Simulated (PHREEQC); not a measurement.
A solution holds 0.0016 mol NiCl2, 3.3e-05 mol NaCl and 0.24 mol H2SO4 per kg of water, at 25 °C. Closed to the air; pH follows from the charge balance.

The numbers come from PHREEQC with the ion-association model, wateq4f.dat.

No solid was allowed to form.

Problem. Predict the pH, ionic strength.

Solution. pH 0.68; ionic strength 0.301 mol/kgw.

Problem. In which forms is S present?

Solution. HSO4- 88 %, SO4-2 12 % of the S.

Complexes and solids missing from the database can't appear.
